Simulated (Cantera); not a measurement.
Feed: 1 mol Fe2O3, 9.7 mol CO, 3 mol H2, at 10.0 mbar.

Cantera equilibrium calculation (NASA polynomials, part measured and part estimated; ideal gas, pure solids and liquids). Candidate condensed phases: C, C6H6, C7H8, C8H18, Fe, Fe(CO)5, FeO, Fe(OH)2, Fe(OH)3, Fe2O3, Fe3O4, H2O; 114 gas species. Mutual solubility and eutectic melting of coexisting phases are not modelled. The tables' stoichiometric FeO is somewhat more stable than real wüstite, so its field is too wide. FeO: taken at fixed stoichiometry. Equilibrium is a limit: real reactors are often held back by kinetics, nucleation or transport.

### Question
At 1275 K, list the 4 most abundant gas species with their mole fractions, and the condensed phases.

### Answer
CO 0.642, H2 0.180, CO2 0.122, H2O 0.0566. Condensed: Fe(γ) + FeO(s).
